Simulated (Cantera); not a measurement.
A perfectly stirred reactor is fed with 32.5 % H₂, 40.2 % O₂, 27.3 % N₂, at 0.217 atm; it is held at 1175 K, and followed from long to short residence time.

Computed with Cantera and the H2/O2 subset of GRI-Mech 3.0, which has no nitrogen chemistry. The temperature is held fixed by assumption; the heat of reaction is taken as removed at once.

### Question
Predict: x(H₂) at τ = 21.0 s; x(O₂) at τ = 21.0 s; x(O) at τ = 21.0 s; x(H) at τ = 21.0 s; x(H₂O₂) at τ = 21.0 s; x(H₂) at τ = 41.0 ms; x(O₂) at τ = 41.0 ms; x(O) at τ = 41.0 ms; x(H) at τ = 41.0 ms; x(H₂O₂) at τ = 41.0 ms.

### Answer
```json
{
  "x(H₂) at τ = 21.0 s": "3.93e-5",
  "x(O₂) at τ = 21.0 s": "0.285",
  "x(O) at τ = 21.0 s": "5.83e-6",
  "x(H) at τ = 21.0 s": "2.69e-7",
  "x(H₂O₂) at τ = 21.0 s": "2.96e-7",
  "x(H₂) at τ = 41.0 ms": "0.00242",
  "x(O₂) at τ = 41.0 ms": "0.286",
  "x(O) at τ = 41.0 ms": "0.000452",
  "x(H) at τ = 41.0 ms": "0.000142",
  "x(H₂O₂) at τ = 41.0 ms": "4.15e-6"
}
```
